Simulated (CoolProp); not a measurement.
Vapour-liquid equilibrium of propylene (1) + cyclohexane (2) at 17.65 °C; x and y are mole fractions of (1).

Computed with CoolProp (multi-fluid Helmholtz-energy mixture model, Lemmon 2013 and Zhou 2014; pair parameters Bell 2016).

```json
[
 {"x": "0.05", "bubble pressure, mixture model (MPa)": "0.06790", "bubble pressure, Raoult's law (MPa)": "0.05663", "y, mixture model": "0.867", "y, Raoult's law": "0.845"},
 {"x": "0.125", "bubble pressure, mixture model (MPa)": "0.1508", "bubble pressure, Raoult's law (MPa)": "0.1277", "y, mixture model": "0.942", "y, Raoult's law": "0.937"},
 {"x": "0.2", "bubble pressure, mixture model (MPa)": "0.2285", "bubble pressure, Raoult's law (MPa)": "0.1988", "y, mixture model": "0.963", "y, Raoult's law": "0.963"},
 {"x": "0.275", "bubble pressure, mixture model (MPa)": "0.3017", "bubble pressure, Raoult's law (MPa)": "0.2698", "y, mixture model": "0.974", "y, Raoult's law": "0.975"},
 {"x": "0.35", "bubble pressure, mixture model (MPa)": "0.3714", "bubble pressure, Raoult's law (MPa)": "0.3409", "y, mixture model": "0.980", "y, Raoult's law": "0.982"},
 {"x": "0.425", "bubble pressure, mixture model (MPa)": "0.4381", "bubble pressure, Raoult's law (MPa)": "0.4119", "y, mixture model": "0.984", "y, Raoult's law": "0.987"},
 {"x": "0.5", "bubble pressure, mixture model (MPa)": "0.5027", "bubble pressure, Raoult's law (MPa)": "0.4830", "y, mixture model": "0.987", "y, Raoult's law": "0.990"},
 {"x": "0.575", "bubble pressure, mixture model (MPa)": "0.5660", "bubble pressure, Raoult's law (MPa)": "0.5541", "y, mixture model": "0.989", "y, Raoult's law": "0.993"},
 {"x": "0.65", "bubble pressure, mixture model (MPa)": "0.6289", "bubble pressure, Raoult's law (MPa)": "0.6251", "y, mixture model": "0.991", "y, Raoult's law": "0.995"},
 {"x": "0.725", "bubble pressure, mixture model (MPa)": "0.6923", "bubble pressure, Raoult's law (MPa)": "0.6962", "y, mixture model": "0.993", "y, Raoult's law": "0.996"},
 {"x": "0.8", "bubble pressure, mixture model (MPa)": "0.7575", "bubble pressure, Raoult's law (MPa)": "0.7673", "y, mixture model": "0.995", "y, Raoult's law": "0.998"},
 {"x": "0.875", "bubble pressure, mixture model (MPa)": "0.8263", "bubble pressure, Raoult's law (MPa)": "0.8383", "y, mixture model": "0.997", "y, Raoult's law": "0.999"},
 {"x": "0.95", "bubble pressure, mixture model (MPa)": "0.9013", "bubble pressure, Raoult's law (MPa)": "0.9094", "y, mixture model": "0.999", "y, Raoult's law": "0.999"}
]
```

The largest gap from Raoult's law is +19.9 % in bubble pressure, at x = 0.05. No azeotrope shows between x = 0.05 and 0.95.

Pair parameters are fitted to limited data, so mixtures are less certain than the pure fluids. The gap from Raoult's law changes sign with composition, which may be real or a fault of the pair parameters; it wasn't checked against measurements.
